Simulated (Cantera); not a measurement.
Input: 1 mol SiH₂Cl₂, 0.75 mol HCl, 4.2 mol H₂, 0.0067 mol Cl₂, at 6.10 mbar.

Equilibrium computed with Cantera from the NASA thermochemical tables; the gas is ideal and each condensed phase is pure. Candidate condensed phases: Si; 19 gas species. The tables' values for SiCl₃ are old estimates; treat these amounts as uncertain. The numbers say what is thermodynamically allowed, not how fast it happens.

### Question
At 1050 K, list the 5 most abundant gas species with their mole fractions, and the condensed phases.

### Answer
H₂ 0.842, SiCl₄ 0.0778, HCl 0.0558, SiHCl₃ 0.0122, SiCl₂ 0.00692. Condensed: Si(s).
